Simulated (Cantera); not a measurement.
Input (Python, Cantera) and output of one run.

```python
import numpy as np
import cantera as ct

gas_names = """
    CL CL2 H HCL H2 N NH NH2 NH3 N2 N2H2 N2H4 Si SiCL SiCL2 SiCL3 SiCL4 SiH SiHCL3 SiH2 SiH2CL2 SiH3
    SiH3CL SiH4 SiN Si2 Si2N Si3
""".split()
cond_names = """
    NH4CL(a) NH4CL(b) Si(cr) Si(L) Si3N4(a)
""".split()


# ... load() reads the species with a 1 bar reference pressure and builds the phases ...
atoms = {
    'SiHCl3': {'Si': 1, 'H': 1, 'CL': 3},
    'HCl': {'H': 1, 'CL': 1},
    'N2': {'N': 2},
}
top_T = {'Si3N4(a)': 2400}  # K; cautious upper limits of use, not melting points


# ... equilibrate(T, P, feed) seeds the gas with the atoms and calls Mixture.equilibrate('TP', solver="vcs", rtol=1e-11, max_steps=5000) ...
results = []
T = 1675  # K
P = 13332.2  # Pa
for m in [10, 16, 21, 26, 31, 36, 42, 47]:
    feed = {'SiHCl3': 1, 'HCl': 1.5, 'N2': m}  # mol
    mix = equilibrate(T, P, feed)
    results.append((T, P, feed, dict(zip(mix.species_names, mix.species_moles))))

top = {s: max(r[3][s] / sum(r[3][g] for g in gas_names) for r in results) for s in gas_names}
cols = sorted((s for s in top if top[s] > 1e-06), key=lambda s: -top[s])[:7]
seen = [c for c in cond_names if any(r[3].get(c, 0) > 1e-12 for r in results)]
print("log10 of partial pressures in bar; condensed amounts in mol")
print(f"{'n(N2)':>10s}" + "".join(f"{s[:9]:>10s}" for s in cols + seen))
for T, P, feed, n in results:
    ng = sum(n[g] for g in gas_names)
    print(f"{feed['N2']:10.4g}" + "".join(f"{np.log10(max(n[s] / ng * P / 1e5, 1e-99)):10.3f}" for s in cols)
          + "".join(f"{n.get(c, 0):10.4g}" for c in seen))
```

It prints:

```
log10 of partial pressures in bar; condensed amounts in mol
     n(N2)        N2       HCL     SiCL2        H2     SiCL3     SiCL4    SiHCL3
        10    -0.997    -1.704    -2.203    -2.571    -2.661    -2.801    -4.412
        16    -0.956    -1.855    -2.342    -2.781    -2.846    -3.032    -4.703
        21    -0.938    -1.948    -2.430    -2.912    -2.962    -3.176    -4.883
        26    -0.927    -2.025    -2.501    -3.018    -3.056    -3.294    -5.031
        31    -0.919    -2.089    -2.561    -3.108    -3.136    -3.394    -5.156
        36    -0.913    -2.145    -2.614    -3.185    -3.206    -3.480    -5.264
        42    -0.908    -2.203    -2.669    -3.266    -3.279    -3.571    -5.378
        47    -0.905    -2.246    -2.710    -3.326    -3.333    -3.639    -5.461
```

Equilibrium computed with Cantera from the NASA thermochemical tables; the gas is ideal and each condensed phase is pure. The tables' values for SiCl3 are old estimates; treat these amounts as uncertain.
